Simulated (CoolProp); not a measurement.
Values from CoolProp's reference Helmholtz-energy equation of state, Smukala 2000.

Question: Give the vapour pressure (kPa), liquid density (kg/m³), vapour density (kg/m³), enthalpy of vaporisation (kJ/kg) of saturated ethylene at -134.35, -127.05 °C.

Answer: 
```json
[
 {"T (°C)": "-134.35", "p (kPa)": "10.6", "liquid density (kg/m³)": "610", "vapour density (kg/m³)": "0.260", "enthalpy of vaporisation (kJ/kg)": "524"},
 {"T (°C)": "-127.05", "p (kPa)": "20.1", "liquid density (kg/m³)": "600", "vapour density (kg/m³)": "0.468", "enthalpy of vaporisation (kJ/kg)": "514"}
]
```
